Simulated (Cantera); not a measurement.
Feed: 1 mol SiHCl3, 0.048 mol HCl, a varied amount of N2, at 898 K and 0.100 bar.

Method: chemical equilibrium by Gibbs-energy minimisation in Cantera with the NASA 1993 tables (ideal gas, pure condensed phases). Candidate condensed phases: NH4Cl, Si, Si3N4; 28 gas species. N2 is the only nitrogen source here; it is nearly inert below about 1500 K, so the nitride shown seldom forms there in practice. The numbers say what is thermodynamically allowed, not how fast it happens.

Q: At 8.5 mol N2, list the 4 most abundant gas species with their mole fractions, and the condensed phases.

A: N2 0.847, HCl 0.0810, SiCl4 0.0583, H2 0.0135. Condensed: Si3N4(s).
